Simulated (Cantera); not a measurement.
An adiabatic, constant-pressure homogeneous reactor starts with CO : H₂ : O₂ : N₂ = 1 : 0.51 : 0.839 : 7.55 (molar parts), at 1225 K and 1.20 bar. Integrator tolerance rtol = 1e-08.

Detailed kinetics in Cantera: GRI-Mech 3.0 (53 species, 325 reactions).

Q: What does this change do: pressure from 1.20 bar to 14.0 bar?

A: 
```
quantity                                                              before                                      after
---------------------------------  -----------------------------------------  -----------------------------------------
time of steepest temperature rise                                    84.6 µs                                    47.2 µs
temperature at 0.100 s                                                2286 K                                     2328 K
equilibrium temperature                                               2284 K                                     2328 K
x(CO) at 0.100 s                     0.00893 (gas-phase equilibrium 0.00897)    0.00408 (gas-phase equilibrium 0.00408)
x(H₂) at 0.100 s                   0.000858 (gas-phase equilibrium 0.000864)  0.000373 (gas-phase equilibrium 0.000373)
x(O₂) at 0.100 s                       0.0120 (gas-phase equilibrium 0.0115)    0.00919 (gas-phase equilibrium 0.00919)
x(CO₂) at 0.100 s                      0.0998 (gas-phase equilibrium 0.0997)        0.105 (gas-phase equilibrium 0.105)
x(NO₂) at 0.100 s                    7.63e-7 (gas-phase equilibrium 1.06e-6)    3.00e-6 (gas-phase equilibrium 3.00e-6)
x(NO) at 0.100 s                     0.00257 (gas-phase equilibrium 0.00363)    0.00356 (gas-phase equilibrium 0.00357)
```
The hydrogen kinetics of GRI-Mech 3.0 are dated; newer H2 mechanisms differ, most at raised pressure. The pressure lies above the range GRI-Mech 3.0 was tuned for (to about 10 atm).
